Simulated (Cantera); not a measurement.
A jet of CH4 : O2 : N2 = 0.01 : 0.083 : 0.79 (molar parts), equivalence ratio 0.24 at 300 K and 0.400 bar hits a platinum plate 9 cm away at a mass flux of 0.049 kg/m²/s; the plate temperature is set and raised in steps from an oxygen-covered start.

Cantera simulation using Deutschmann's 1995 Pt surface mechanism with GRI-Mech 3.0 gas chemistry; the numbers are that mechanism's predictions, not measurements. Catalytic surfaces can have several steady states; this one follows from the mechanism file's or the stated starting coverage.

x: mole fraction at the wall; θ: surface coverage.

```csv
plate T (K),wall x CH4,wall x O2,wall x H2O,wall x OH,wall x CO,wall x CO2,θ free Pt,θ O*,θ OH*
950,0.00257,0.0754,0.0162,4.15e-8,1.15e-6,0.0107,0.203,0.796,0.00175
1000,0.00161,0.0734,0.0180,1.07e-7,9.60e-7,0.0118,0.263,0.735,0.00168
1050,0.000984,0.0723,0.0190,2.61e-7,1.29e-6,0.0124,0.326,0.673,0.00155
1100,0.000608,0.0715,0.0196,5.55e-7,1.62e-6,0.0128,0.388,0.610,?
1150,0.000347,0.0710,0.0202,1.09e-6,2.00e-6,0.0131,0.449,0.549,?
1200,0.000162,0.0705,0.0207,2.03e-6,2.26e-6,0.0133,0.509,0.490,?
```

Problem. What belongs in the gaps?

Solution. 
- 1100, θ OH*: 0.00141
- 1150, θ OH*: 0.00127
- 1200, θ OH*: 0.00113
